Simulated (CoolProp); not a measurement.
Computed with CoolProp (reference Helmholtz-energy equation of state, Thol 2015).

For octamethylcyclotetrasiloxane (D4), give the phase and the density (kg/m³), cp (kJ/(kg K)), isothermal compressibility (1/MPa), expansivity (1/kK) at 43.05 °C and 11.2 kPa.


- 43.05 °C and 11.2 kPa: liquid; density 930, cp 1.70, isothermal compressibility 0.00177, expansivity 1.24
